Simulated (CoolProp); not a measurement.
A simple Rankine cycle with R1224YDZ: condensing at 310.15 K, boiler at 1.37 MPa, turbine inlet 396.1 K, turbine efficiency 0.6, pump efficiency 0.8, no recuperator. Each further row changes one setting.

Values from CoolProp's reference Helmholtz-energy equation of state, Akasaka 2023.

| case | thermal efficiency (%) | net work (kJ/kg) | heat in (kJ/kg) | turbine exit temperature (K) | volume ratio over the turbine |
|---|---|---|---|---|---|
| as stated | 8.6 | 18.7 | 218 | 356.7 | 6.90 |
| turbine inlet 416.1 K | 8.5 | 20.4 | 239 | 379.1 | 6.64 |
| condensing temperature 302.15 K | 9.5 | 21.5 | 227 | 352.5 | 8.99 |
| boiler pressure 0.959 MPa | 7.2 | 16.1 | 225 | 367.5 | 4.52 |
| turbine efficiency 0.5 | 7.1 | 15.4 | 218 | 360.4 | 6.98 |
